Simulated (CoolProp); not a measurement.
Octamethyltrisiloxane (MDM) along the isotherm 497.6 K: Z from the reference equation and from simpler models built on Tc = 565.4 K, pc = 1.438 MPa, ω = 0.528; each cubic takes its own stable root.

Computed with CoolProp (reference Helmholtz-energy equation of state, Thol 2017).

```csv
p (MPa),phase,reference
0.00227,gas,0.9991
0.00384,gas,0.9986
0.00647,gas,0.9976
0.0109,gas,0.9959
0.0184,gas,0.9930
0.0311,gas,0.9882
0.0525,gas,0.9798
0.0886,gas,0.9655
0.15,gas,0.9401
0.252,gas,0.8947
0.426,gas,0.8037
0.719,liquid,0.07182
```

Question: How far does each simpler model (van der Waals, Soave-Redlich-Kwong, Peng-Robinson) lie from the reference over these 12 states: mean and median of the absolute difference, and the worst?

Answer: 
- van der Waals: mean 78.4 %, median 0.4 %, worst +926.3 % at 497.6 K and 0.719 MPa
- Soave-Redlich-Kwong: mean 1.2 %, median 0.0 %, worst +13.1 % at 497.6 K and 0.719 MPa
- Peng-Robinson: mean 0.2 %, median 0.1 %, worst -0.6 % at 497.6 K and 0.252 MPa

At some of these states van der Waals gives the other phase, because its saturation line lies elsewhere.
